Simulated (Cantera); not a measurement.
A Cantera script and what it prints.

```python
import numpy as np
import cantera as ct

gas_names = """
    H HO2 H2 H2O H2O2 O OH O2 O3
""".split()
cond_names = """
    H2O(s) H2O(L)
""".split()


def load(file, names, dense=False):
    # The tables refer to 1 bar. Condensed volumes are neglected.
    table = {s.name: s for s in ct.Species.list_from_file(file)}
    out = []
    for n in names:
        d = dict(table[n].input_data)
        d["thermo"] = dict(d["thermo"], **{"reference-pressure": 1e5})
        if dense:
            d["equation-of-state"] = {"model": "constant-volume", "density": "1e6 g/cm^3"}
        out.append(ct.Species.from_dict(d))
    return out


gas = ct.Solution(thermo="ideal-gas", species=load("nasa_gas.yaml", gas_names))
cond = {s.name: ct.Solution(thermo="fixed-stoichiometry", species=[s], name=s.name)
        for s in load("nasa_condensed.yaml", cond_names, dense=True)}
atoms = {
    'H2O': {'H': 2, 'O': 1},
    'H2': {'H': 2},
    'O2': {'O': 2},
}
top_T = {}  # K; cautious upper limits of use, not melting points


def equilibrate(T, P, feed):
    n = {}
    for name, mol in feed.items():
        for a, k in atoms[name].items():
            n[a] = n.get(a, 0.0) + k * mol
    gas.TPX = T, P, n
    mass = sum(n.values()) * gas.mean_molecular_weight
    gas.equilibrate("TP")
    valid = [c for c in cond.values() if c.min_temp <= T <= top_T.get(c.name, c.max_temp)]
    mix = ct.Mixture([(gas, mass / gas.mean_molecular_weight)] + [(c, 0.0) for c in valid])
    mix.T, mix.P = T, P
    mix.equilibrate("TP", solver="vcs", rtol=1e-11, max_steps=5000)
    return mix


results = []
feed = {'H2O': 1, 'H2': 7.9, 'O2': 0.067}  # mol
T = 2523  # K
P = 100000  # Pa
mix = equilibrate(T, P, feed)
results.append((T, P, feed, dict(zip(mix.species_names, mix.species_moles))))
print(gas.report(threshold=0.001))
for i in range(1, mix.n_phases):
    print(f"{mix.phase(i).name:16s} {mix.phase_moles(i):12.5e} mol")
```

Result:

```
       temperature   2523 K
          pressure   1e+05 Pa
           density   0.019073 kg/m^3
  mean mol. weight   4.0009 kg/kmol
   phase of matter   gas

                          1 kg             1 kmol
                     ---------------   ---------------
          enthalpy        1.2441e+07        4.9777e+07  J
   internal energy        7.1981e+06        2.8799e+07  J
           entropy             52464        2.0991e+05  J/K
    Gibbs function       -1.1993e+08       -4.7982e+08  J
 heat capacity c_p              9447             37797  J/K
 heat capacity c_v            7368.9             29482  J/K

                      mass frac. Y      mole frac. X     chem. pot. / RT
                     ---------------   ---------------   ---------------
                 H         0.0064506          0.025603           -10.205
                H2           0.42763           0.84867            -20.41
               H2O           0.56244           0.12491           -42.148
     [   +6 minor]         0.0034788        0.00081848
```

Equilibrium computed with Cantera from the NASA thermochemical tables; the gas is ideal and each condensed phase is pure.
